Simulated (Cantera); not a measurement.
Thermodynamics of abatement and gas-phase synthesis, feed SO₂ + O₂

A closed system holds: 1 mol SO₂, 2 mol O₂, equilibrated at 0.133 bar.

Cantera equilibrium calculation (NASA polynomials, part measured and part estimated; ideal gas, pure solids and liquids). Candidate condensed phases: S; 10 gas species. Equilibrium is a limit: real reactors are often held back by kinetics, nucleation or transport.

```csv
T (°C),x O₂,x SO₂,x SO₃,x O
727,0.646,0.231,0.123,3.46e-10
877,0.661,0.304,0.0354,1.85e-8
1027,0.665,0.324,0.0118,3.95e-7
1177,0.666,0.329,0.00478,4.49e-6
1327,0.666,0.331,0.00229,3.24e-5
1477,0.666,0.332,0.00125,0.000167
1627,0.666,0.333,0.000749,0.000667
1777,0.665,0.332,0.000485,0.00217
1927,0.662,0.331,0.000332,0.00603
```
x: gas mole fraction; nothing condenses.

From 727 °C to 1927 °C nothing is condensed.
